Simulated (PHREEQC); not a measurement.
## Mixed reagents with brine

Solution A (0.0049 mol CsF, 0.00045 mol FeSO4 and 0.0022 mol NaF per kg of water) is mixed with solution B (0.036 mol/kgw CaCl2 and 0.064 mol/kgw MnCl2) at 25 °C; shares are by mass of water, 1 kg in all. No oxygen is let in. No CO2 enters from the air. Nothing may precipitate in this run.

Equilibrium calculation in PHREEQC: ion-association model, wateq4f.dat.

```csv
share of solution B,pH,F- (mol/kgw),SO4-2 (mol/kgw),Fe+2 (mol/kgw),Mn+2 (mol/kgw),MnSO4 (mol/kgw)
0,7.00,0.00707,0.000432,0.000414,0,0
0.05,6.91,0.00659,0.000326,0.000401,0.00299,5.67e-5
0.1,6.85,0.00615,0.000275,0.000382,0.00595,7.56e-5
0.15,6.79,0.00573,0.000241,0.000362,0.00884,8.31e-5
0.2,6.75,0.00534,0.000215,0.000341,0.0117,8.54e-5
0.25,6.71,0.00495,0.000194,0.000320,0.0145,8.49e-5
0.3,6.67,0.00458,0.000175,0.000298,0.0172,8.26e-5
0.35,6.64,0.00422,0.000158,0.000277,0.0199,7.92e-5
0.4,6.60,0.00386,0.000143,0.000255,0.0226,7.49e-5
0.45,6.57,0.00351,0.000128,0.000234,0.0252,7.00e-5
0.5,6.54,0.00317,0.000114,0.000212,0.0278,6.46e-5
0.55,6.51,0.00283,0.000101,0.000191,0.0304,5.89e-5
0.6,6.48,0.00250,8.89e-5,0.000169,0.0329,5.29e-5
0.65,6.45,0.00217,7.68e-5,0.000148,0.0354,4.67e-5
0.7,6.42,0.00185,6.51e-5,0.000127,0.0379,4.04e-5
0.75,6.38,0.00153,5.37e-5,0.000105,0.0404,3.39e-5
0.8,6.35,0.00122,4.25e-5,8.43e-5,0.0428,2.72e-5
0.85,6.31,0.000910,3.16e-5,6.31e-5,0.0452,2.05e-5
0.9,6.27,0.000604,2.09e-5,4.20e-5,0.0475,1.37e-5
0.95,6.23,0.000300,1.04e-5,2.10e-5,0.0499,6.89e-6
1,6.17,0,0,0,0.0522,0
```

Along this series the solution becomes supersaturated in solids that the run did not let form, among them Fluorite. Complexes and solids missing from the database can't appear. Fluoro complexes past AlF4- and FeF3 are missing from the database.
